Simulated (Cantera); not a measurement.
Input: 1 mol Cu, 0.93 mol F₂, equilibrated at 1298 K and 10.0 mbar.

These are equilibrium values from Cantera (NASA tables, ideal gas, pure condensed phases), not measurements of a reactor. Candidate condensed phases: Cu, CuF₂; 6 gas species. Rates play no part.

Base state: CuF 0.532, CuF₂ 0.468 (mole fractions); condensed: CuF₂(l).

Q: What changes in the equilibrium state with this change: 0.0022 mol H₂ added?

A: 
| species | before | after |
|---|---|---|
| CuF | 0.532 | 0.516 |
| CuF₂ | 0.468 | 0.468 |
| HF | 0 | 0.0157 |
| CuF₂(l), mol | 0.737 | 0.724 |

Q: What changes in the equilibrium state with this change: 1.3 mol NH₃ added?

A: 
```tsv
species	before	after
HF	0	0.527
H₂	0	0.289
N₂	0	0.184
CuF	0.532	5.93e-6
CuF₂	0.468	<1e-9
Cu	1.00e-5	1.50e-5
CuF₂(l), mol	0.737	0
Cu(s), mol	0	1.000
```

Q: What changes in the equilibrium state with this change: F₂ from 0.93 to 2.9 mol?

A: 
```csv
species,before,after
F,7.23e-6,0.784
CuF₂,0.468,0.210
F₂,<1e-9,0.00661
CuF,0.532,2.20e-6
"CuF₂(l), mol",0.737,0
```
